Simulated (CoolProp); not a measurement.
Model: reference Helmholtz-energy equation of state, Gao 2020, in CoolProp.

Q: Give the vapour pressure (bar), liquid density (kg/m³), vapour Z, surface tension (mN/m) of saturated ammonia at 232.2, 244.7 K.

A: 
| T (K) | p (bar) | liquid density (kg/m³) | vapour Z | surface tension (mN/m) |
|---|---|---|---|---|
| 232.2 | 0.681 | 691 | 0.979 | 35.9 |
| 244.7 | 1.29 | 676 | 0.968 | 33.0 |

Surface tension comes from a separate correlation (Mulero 2012).
